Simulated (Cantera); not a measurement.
Source: NASA polynomial tables (part measured, part estimated), evaluated in Cantera. Values are per mole of reaction as written; species without (g) are pure solids or liquids, kept so even where they would boil at 1 bar.

Task: Between 300 and 2925 K, where is each reaction favourable under standard conditions?
- 2 NO(g) + V ⇌ 2 N(g) + VO2(g)

Result: 
- 2 NO(g) + V ⇌ 2 N(g) + VO2(g): ΔG° is 494 kJ at 300 K and 185 kJ at 2925 K; it stays positive (K < 1). ΔH° is 482 kJ and ΔS° 102 J/K at 2925 K.
